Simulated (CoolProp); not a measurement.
A single-stage vapour-compression cycle with ammonia: evaporating at 308.15 K (dew point), condensing at 332.15 K (bubble point), superheat 0 K, subcooling 8 K, compressor efficiency 0.8, no pressure losses. Each further row changes one setting.

Values from CoolProp's reference Helmholtz-energy equation of state, Gao 2020.

```csv
case,cooling COP,pressure ratio,discharge temperature (K),refrigerating effect (kJ/kg),volumetric capacity (kJ/m³)
as stated,9.49,1.89,362.7,1040,10900
evaporating temperature 313.15 K,12.4,1.64,355.2,1040,12600
condensing temperature 327.15 K,12.2,1.67,351.3,1070,11200
subcooling 13 K,9.72,1.89,362.7,1070,11200
superheat 10 K,9.26,1.89,375.3,1080,10600
compressor efficiency 0.7,8.30,1.89,367.7,1040,10900
```
